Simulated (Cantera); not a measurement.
Cantera run, input and output.

```python
import numpy as np
import cantera as ct

gas = ct.Solution("SiF4_NH3_mec.yaml", "gas")
gas.TPX = 1775, 1600, {'NH3': 1, 'N2': 0.082}
reactor = ct.IdealGasConstPressureReactor(gas, energy="off", clone=False)
net = ct.ReactorNet([reactor])
net.rtol, net.atol = 1e-08, 1e-18
show = ['NH3', 'N2H2', 'N', 'H', 'H2', 'N2H4']
times = np.geomspace(3e-06, 100, 13)

steps = ct.SolutionArray(gas, extra=["t"])
rows = []
print(f"{'t/s':>10s}{'T/K':>9s}{'P/Pa':>11s}" + "".join(f"{s:>11s}" for s in show))
for t in times:
    while net.time < t:
        t_next = net.step()
        steps.append(gas.state, t=t_next)
    rows.append([np.interp(t, steps.t, y) for y in (steps.T, steps.P, *steps(*show).X.T)])
    print(f"{t:10.3e}{rows[-1][0]:9.1f}{rows[-1][1]:11.4g}" + "".join(f"{x:11.3e}" for x in rows[-1][2:]))
rate = np.gradient(steps.T, steps.t)
print("integrator steps:", len(steps.t))
if steps.T.max() > steps.T[0] + 200:
    print(f"time of steepest temperature rise: {steps.t[rate.argmax()]:.4e} s")
gas.TPX = 1775, 1600, {'NH3': 1, 'N2': 0.082}
gas.equilibrate("TP")
print(f"equilibrium (TP): T = {gas.T:.1f} K  " + "  ".join(f"{s} {gas[s].X[0]:.3e}" for s in show))
```

Result:

```
       t/s      T/K       P/Pa        NH3       N2H2          N          H         H2       N2H4
 3.000e-06   1775.0       1600  9.242e-01  6.825e-17  3.577e-22  2.191e-08  7.539e-09  2.432e-18
 1.271e-05   1775.0       1600  9.242e-01  8.566e-15  1.946e-19  4.387e-08  8.086e-08  2.882e-16
 5.382e-05   1775.0       1600  9.242e-01  9.063e-13  3.159e-17  4.724e-08  4.810e-07  2.369e-14
 2.280e-04   1775.0       1600  9.242e-01  6.591e-11  3.508e-15  4.725e-08  2.190e-06  8.915e-13
 9.655e-04   1775.0       1600  9.242e-01  3.102e-09  4.637e-13  4.742e-08  9.443e-06  1.980e-11
 4.089e-03   1775.0       1600  9.241e-01  8.621e-08  3.987e-11  5.216e-08  4.150e-05  3.707e-10
 1.732e-02   1775.0       1600  9.236e-01  1.751e-06  6.765e-10  1.628e-07  2.959e-04  6.129e-09
 7.336e-02   1775.0       1600  9.180e-01  6.557e-06  8.707e-09  1.450e-06  4.465e-03  2.156e-08
 3.107e-01   1775.0       1600  8.907e-01  6.309e-06  4.284e-08  6.612e-06  2.572e-02  1.942e-08
 1.316e+00   1775.0       1600  7.868e-01  5.062e-06  1.357e-07  2.590e-05  1.068e-01  1.458e-08
 5.574e+00   1775.0       1600  4.992e-01  2.414e-06  2.261e-07  8.892e-05  3.310e-01  7.322e-09
 2.361e+01   1775.0       1600  1.358e-01  3.879e-07  2.364e-07  2.410e-04  6.143e-01  1.159e-09
 1.000e+02   1775.0       1600  5.764e-03  7.553e-09  1.880e-07  7.312e-04  7.153e-01  1.407e-11
integrator steps: 1369
equilibrium (TP): T = 1775.0 K  NH3 1.572e-07  N2H2 1.948e-15  N 9.694e-11  H 1.953e-03  H2 7.188e-01  N2H4 7.493e-20
```

Detailed kinetics in Cantera: the gas-phase N/H chemistry of the illustrative SiF4/NH3 mechanism in the Surface Chemkin manual (1991). Walls and surfaces, which speed up NH3 decomposition in real reactors, are not modelled.
